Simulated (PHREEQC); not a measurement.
Make-up at 25 °C: 0.00011 mol Ag2SO4, 0.022 mol NaCl and 0.04 mol Na2SO4 per kg of water. It is in equilibrium with CO2 at log p = -3.4 (atm). Otherwise closed; pH follows from the charge balance.

All values are PHREEQC results (ion-association model, wateq4f.dat), not measurements.

Q: The ionic strength comes out as 0.131 mol/kgw. What activity coefficients do Ag+, NaSO4-, Na+, H+, SO4-2 get?

A: Ag+ 0.77, NaSO4- 0.77, Na+ 0.77, H+ 0.81, SO4-2 0.34.

Precipitation was switched off in this run. The solution is supersaturated, for example in Cerargyrite, so a real one may precipitate; this is no full list. Species that the database lacks are ignored.
